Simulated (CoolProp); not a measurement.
The fluid at 298.15 K and 0.152 MPa is compressed adiabatically to 0.698 MPa with isentropic efficiency 0.7. The same conditions are run with several fluids, on thermodynamics alone (safety and materials aside).

Computed with CoolProp (reference Helmholtz-energy equation of state of each fluid (R236EA: Rui 2013; C2F6 (R116): Lemmon 2006; propylene: Lemmon 2013; R13: Platzer 1990)). The equations of Platzer and Polt are older, rougher fits.

Rank R236EA, C2F6 (R116), propylene, R13 by work (kJ/kg), highest first.

propylene (136), R13 (55.6), C2F6 (R116) (40.4), R236EA (33.7)

| fluid | final temperature (K) | final density (kg/m³) |
|---|---|---|
| R236EA | 345.0 | 43.8 |
| C2F6 (R116) | 350.7 | 34.5 |
| propylene | 383.1 | 9.67 |
| R13 | 382.0 | 23.6 |
